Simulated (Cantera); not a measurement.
A Cantera script and what it prints.

```python
import numpy as np
import cantera as ct

gas_names = """
    CL CLO CL2 Mg MgCL MgCL2 MgN MgO Mg2 N NO NO2 NO3 N2 N2O O O2 O3
""".split()
cond_names = """
    Mg(cr) Mg(L) MgCL2(s) MgCL2(L) MgO(s) MgO(L)
""".split()


def load(file, names, dense=False):
    # The tables refer to 1 bar. Condensed volumes are neglected.
    table = {s.name: s for s in ct.Species.list_from_file(file)}
    out = []
    for n in names:
        d = dict(table[n].input_data)
        d["thermo"] = dict(d["thermo"], **{"reference-pressure": 1e5})
        if dense:
            d["equation-of-state"] = {"model": "constant-volume", "density": "1e6 g/cm^3"}
        out.append(ct.Species.from_dict(d))
    return out


gas = ct.Solution(thermo="ideal-gas", species=load("nasa_gas.yaml", gas_names))
cond = {s.name: ct.Solution(thermo="fixed-stoichiometry", species=[s], name=s.name)
        for s in load("nasa_condensed.yaml", cond_names, dense=True)}
atoms = {
    'MgCl2': {'Mg': 1, 'CL': 2},
    'O2': {'O': 2},
    'N2': {'N': 2},
}
top_T = {}  # K; cautious upper limits of use, not melting points


def equilibrate(T, P, feed):
    n = {}
    for name, mol in feed.items():
        for a, k in atoms[name].items():
            n[a] = n.get(a, 0.0) + k * mol
    gas.TPX = T, P, n
    mass = sum(n.values()) * gas.mean_molecular_weight
    gas.equilibrate("TP")
    valid = [c for c in cond.values() if c.min_temp <= T <= top_T.get(c.name, c.max_temp)]
    mix = ct.Mixture([(gas, mass / gas.mean_molecular_weight)] + [(c, 0.0) for c in valid])
    mix.T, mix.P = T, P
    mix.equilibrate("TP", solver="vcs", rtol=1e-11, max_steps=5000)
    return mix


results = []
feed = {'MgCl2': 1, 'O2': 0.072, 'N2': 1.1}  # mol
P = 1.2  # Pa
for T in [1098, 1198, 1298, 1398, 1498, 1598, 1698, 1798, 1898, 1998, 2098]:
    mix = equilibrate(T, P, feed)
    results.append((T, P, feed, dict(zip(mix.species_names, mix.species_moles))))
    x = sorted(zip(gas.X, gas.species_names), reverse=True)
    print(f"T = {T:g} K  P = {P:g} Pa  gas = {mix.phase_moles(0):.4g} mol")
    print("   x: " + "  ".join(f"{s} {v:.3e}" for v, s in x if v > 1e-06))
    print("   condensed (mol): " + ("  ".join(f"{mix.phase(i).name} {mix.phase_moles(i):.4g}"
          for i in range(1, mix.n_phases) if mix.phase_moles(i) > 1e-12) or "none"))
```

It prints:

```
T = 1098 K  P = 1.2 Pa  gas = 2.18 mol
   x: N2 5.046e-01  MgCL2 3.929e-01  CL 7.305e-02  CL2 2.931e-02  O2 1.114e-04  NO 1.538e-06
   condensed (mol): MgO(s) 0.1435
T = 1198 K  P = 1.2 Pa  gas = 2.227 mol
   x: N2 4.939e-01  MgCL2 3.849e-01  CL 1.137e-01  CL2 7.238e-03  O2 2.878e-04  NO 5.645e-06
   condensed (mol): MgO(s) 0.1427
T = 1298 K  P = 1.2 Pa  gas = 2.241 mol
   x: N2 4.909e-01  MgCL2 3.824e-01  CL 1.252e-01  CL2 1.266e-03  O2 2.019e-04  NO 9.562e-06
   condensed (mol): MgO(s) 0.1431
T = 1398 K  P = 1.2 Pa  gas = 2.243 mol
   x: N2 4.904e-01  MgCL2 3.818e-01  CL 1.274e-01  CL2 2.487e-04  O2 1.115e-04  NO 1.302e-05  O 2.796e-06  MgCL 1.371e-06
   condensed (mol): MgO(s) 0.1435
T = 1498 K  P = 1.2 Pa  gas = 2.244 mol
   x: N2 4.902e-01  MgCL2 3.816e-01  CL 1.280e-01  O2 6.249e-05  CL2 5.915e-05  MgCL 2.011e-05  NO 1.649e-05  O 9.005e-06  Mg 5.343e-06
   condensed (mol): MgO(s) 0.1437
T = 1598 K  P = 1.2 Pa  gas = 2.246 mol
   x: N2 4.898e-01  MgCL2 3.808e-01  CL 1.287e-01  Mg 2.753e-04  MgCL 2.097e-04  O2 3.747e-05  O 2.502e-05  NO 2.021e-05  CL2 1.687e-05
   condensed (mol): MgO(s) 0.1437
T = 1698 K  P = 1.2 Pa  gas = 2.28 mol
   x: N2 4.825e-01  MgCL2 3.670e-01  CL 1.418e-01  Mg 7.179e-03  MgCL 1.460e-03  O 7.613e-05  O2 3.631e-05  NO 2.962e-05  CL2 6.675e-06  MgO 1.553e-06
   condensed (mol): MgO(s) 0.1436
T = 1798 K  P = 1.2 Pa  gas = 2.514 mol
   x: N2 4.375e-01  MgCL2 2.854e-01  CL 2.201e-01  Mg 5.156e-02  MgCL 4.616e-03  O 5.144e-04  O2 2.228e-04  NO 1.002e-04  MgO 2.060e-05  CL2 5.937e-06
   condensed (mol): MgO(s) 0.1413
T = 1898 K  P = 1.2 Pa  gas = 3.178 mol
   x: CL 3.575e-01  N2 3.459e-01  Mg 1.459e-01  MgCL2 1.325e-01  MgCL 6.856e-03  O 5.833e-03  O2 4.746e-03  NO 5.676e-04  MgO 2.075e-04  CL2 6.404e-06  CLO 1.395e-06
   condensed (mol): MgO(s) 0.09283
T = 1998 K  P = 1.2 Pa  gas = 3.984 mol
   x: CL 4.461e-01  N2 2.757e-01  Mg 2.204e-01  MgCL2 2.561e-02  O 1.766e-02  O2 8.619e-03  MgCL 4.672e-03  NO 9.127e-04  MgO 3.351e-04  CL2 4.455e-06  CLO 2.169e-06
   condensed (mol): none
T = 2098 K  P = 1.2 Pa  gas = 4.19 mol
   x: CL 4.691e-01  N2 2.622e-01  Mg 2.333e-01  O 2.524e-02  O2 4.067e-03  MgCL2 3.122e-03  MgCL 2.069e-03  NO 7.949e-04  MgO 1.979e-04  CL2 2.373e-06  CLO 1.458e-06
   condensed (mol): none
```

Method: chemical equilibrium by Gibbs-energy minimisation in Cantera with the NASA 1993 tables (ideal gas, pure condensed phases).
